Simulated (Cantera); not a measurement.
# Equilibrium for titanium nitride, carbide and oxide coatings: Ti(OiPr)4 + NH3

Feed: 1 mol Ti(OiPr)4, 2.1 mol NH3, held at 1.00 bar.

Cantera equilibrium calculation (NASA polynomials, part measured and part estimated; ideal gas, pure solids and liquids). Candidate condensed phases: C, C6H6, C7H8, C8H18, H2O, Ti, TiC, TiN, TiO, TiO2, Ti2O3, Ti3O5, Ti4O7; 139 gas species. The feed counts by its element totals alone. TiC: taken at fixed stoichiometry. The numbers say what is thermodynamically allowed, not how fast it happens.

| T (°C) | x H2 | x CO | x N2 | x HCN | x H | x C2H2 (acetylene) | x CH4 | n C(graphite) | n TiC(s) |
|---|---|---|---|---|---|---|---|---|---|
| 1402 | 0.771 | 0.180 | 0.0470 | 0.000607 | 0.000102 | 4.48e-5 | 0.000716 | 6.97 | 1.00 |
| 1477 | 0.771 | 0.180 | 0.0468 | 0.000908 | 0.000204 | 8.86e-5 | 0.000543 | 6.96 | 1.00 |
| 1552 | 0.771 | 0.180 | 0.0466 | 0.00131 | 0.000387 | 0.000166 | 0.000421 | 6.95 | 1.00 |
| 1627 | 0.770 | 0.180 | 0.0463 | 0.00184 | 0.000696 | 0.000294 | 0.000333 | 6.94 | 1.00 |
| 1702 | 0.769 | 0.180 | 0.0460 | 0.00251 | 0.00120 | 0.000500 | 0.000269 | 6.91 | 1.00 |
| 1777 | 0.768 | 0.180 | 0.0455 | 0.00334 | 0.00199 | 0.000815 | 0.000220 | 6.88 | 1.00 |
| 1852 | 0.766 | 0.180 | 0.0449 | 0.00434 | 0.00318 | 0.00128 | 0.000182 | 6.84 | 1.00 |
| 1927 | 0.763 | 0.180 | 0.0442 | 0.00553 | 0.00492 | 0.00196 | 0.000153 | 6.78 | 1.000 |
x: gas mole fraction; n: condensed amount in mol.

From 1402 °C to 1927 °C the condensed part is C(graphite) + TiC(s).
